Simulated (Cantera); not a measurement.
Cantera run:

```python
import numpy as np
import cantera as ct

gas_names = """
    H H2 N NH NH2 NH3 N2 N2H2 N2H4 Si SiH SiH2 SiH3 SiH4 SiN Si2 Si2N Si3
""".split()
cond_names = """
    Si(cr) Si(L) Si3N4(a)
""".split()


# ... load() reads the species with a 1 bar reference pressure and builds the phases ...
atoms = {
    'SiH4': {'Si': 1, 'H': 4},
    'N2': {'N': 2},
}
top_T = {'Si3N4(a)': 2400}  # K; cautious upper limits of use, not melting points


# ... equilibrate(T, P, feed) seeds the gas with the atoms and calls Mixture.equilibrate('TP', solver="vcs", rtol=1e-11, max_steps=5000) ...
results = []
feed = {'SiH4': 1, 'N2': 45}  # mol
T = 2098.15  # K
P = 15  # Pa
mix = equilibrate(T, P, feed)
results.append((T, P, feed, dict(zip(mix.species_names, mix.species_moles))))
print(gas.report(threshold=0.001))
for i in range(1, mix.n_phases):
    print(f"{mix.phase(i).name:16s} {mix.phase_moles(i):12.5e} mol")
```

Result:

```
       temperature   2098.2 K
          pressure   15 Pa
           density   2.2725e-05 kg/m^3
  mean mol. weight   26.429 kg/kmol
   phase of matter   gas

                          1 kg             1 kmol
                     ---------------   ---------------
          enthalpy        2.8624e+06        7.5652e+07  J
   internal energy        2.2024e+06        5.8207e+07  J
           entropy             12260        3.2401e+05  J/K
    Gibbs function        -2.286e+07       -6.0418e+08  J
 heat capacity c_p            1334.8             35278  J/K
 heat capacity c_v            1020.2             26964  J/K

                      mass frac. Y      mole frac. X     chem. pot. / RT
                     ---------------   ---------------   ---------------
                 H         0.0014279          0.037438           -16.124
                H2         0.0016903          0.022159           -32.249
                N2           0.97513           0.91997           -35.992
                Si          0.021634          0.020359           -9.9144
     [  +14 minor]        0.00011876        7.7994e-05

Si(L)             0.00000e+00 mol
Si3N4(a)          0.00000e+00 mol
```

Cantera equilibrium calculation (NASA polynomials, part measured and part estimated; ideal gas, pure solids and liquids). The tables' values for SiN are old estimates; treat these amounts as uncertain.
